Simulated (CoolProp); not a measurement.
200 sccm (0 °C, 1 atm) of nitrogen bubbles through liquid octamethyltrisiloxane (MDM) at 367.4 K and leaves saturated at a total pressure of 0.116 MPa (ideal gas phase). Each further row changes one setting.

Values from CoolProp's reference Helmholtz-energy equation of state, Thol 2017.

| case | vapour pressure (kPa) | mole fraction of vapour | delivery (mg/min) | delivery (sccm) | change of delivery for a bath 1 K warmer (%) |
|---|---|---|---|---|---|
| as stated | 16.1 | 0.139 | 340 | 32.2 | 4.5 |
| bath temperature 372.4 K | 19.4 | 0.167 | 424 | 40.2 | 4.5 |
| total pressure 0.232 MPa | 16.1 | 0.0694 | 157 | 14.9 | 4.2 |
